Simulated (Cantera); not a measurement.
An adiabatic, constant-volume homogeneous reactor starts with 15.1 % CH4, 2.12 % H2, 17.4 % O2, 65.4 % N2, at 1098 K and 10.0 bar.

Model: GRI-Mech 3.0 (53 species, 325 reactions), integrated in Cantera.

One state of this run: T (K) = 2675; P (bar) = 27.6; x CH4 = 2.11e-9; x H2 = 0.131; x O2 = 8.58e-6; x N2O = 4.21e-8; x H2O2 = 2.35e-8; x NO2 = 4.22e-9; x NO = 0.000168. x: mole fraction; the columns are a selection and need not sum to one.

**Question.** Which value of t (s) does it belong to?
A) 1.00e-6
B) 0.866
C) 0.000500
D) 0.000144

**Answer.** B, 0.866
